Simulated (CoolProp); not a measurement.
Model: reference Helmholtz-energy equation of state, Polt 1992, in CoolProp. This equation is an older, rougher fit; its heat capacities, sound speeds and derivatives of the liquid may be far off and weren't checked against measurements.

### Question
Give the vapour pressure (bar), liquid density (kg/m³), vapour density (kg/m³), enthalpy of vaporisation (kJ/kg) of saturated cyclopropane at 342.7 K.

### Answer
```json
[
 {"T (K)": "342.7", "p (bar)": "20.6", "liquid density (kg/m³)": "540", "vapour density (kg/m³)": "41.1", "enthalpy of vaporisation (kJ/kg)": "323"}
]
```
